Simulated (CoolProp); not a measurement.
The fluid at 298.15 K and 0.171 MPa is compressed adiabatically to 0.278 MPa with isentropic efficiency 1. The same conditions are run with several fluids, on thermodynamics alone (safety and materials aside).

Computed with CoolProp (reference Helmholtz-energy equation of state of each fluid (R507A: Lemmon 2003; chlorine: Thol 2021; isobutane: Bücker 2006; oxygen: Schmidt 1985; cyclopropane: Polt 1992)). The equations of Platzer and Polt are older, rougher fits. Blends and air are pseudo-pure fits.

```
fluid         work (kJ/kg)  final temperature (K)  final density (kg/m³)
------------  ------------  ---------------------  ---------------------
R507A                 12.1                  313.3                   11.0
chlorine              17.6                  335.9                   7.23
isobutane             20.0                  311.8                   6.67
oxygen                40.3                  342.0                   3.13
cyclopropane          28.8                  320.4                   4.55
```

Above 300 K oxygen's equation is extrapolated.
